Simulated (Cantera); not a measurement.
**Reactions in the system Cu-F-N-O**

Source: NASA polynomial tables (part measured, part estimated), evaluated in Cantera. Values are per mole of reaction as written; species without (g) are pure solids or liquids, kept so even where they would boil at 1 bar.

12 CuF2 + 8 NO(g) = O2(g) + 6 Cu2O + 8 NF3(g)

```
T (K)  ΔH° (kJ)  ΔS° (J/K)  ΔG° (kJ)  log10 K  condensed phases
-----  --------  ---------  --------  -------  ----------------
1023     3525.8        5.9    3519.8  -179.72  CuF2(s), Cu2O(s)
1098     3511.4       -7.7    3519.8  -167.44  CuF2(s), Cu2O(s)
1173     2828.2     -623.3    3559.3  -158.50  CuF2(l), Cu2O(s)
1248     2807.6     -640.3    3606.7  -150.96  CuF2(l), Cu2O(s)
1323     2788.3     -655.3    3655.3  -144.32  CuF2(l), Cu2O(s)
```
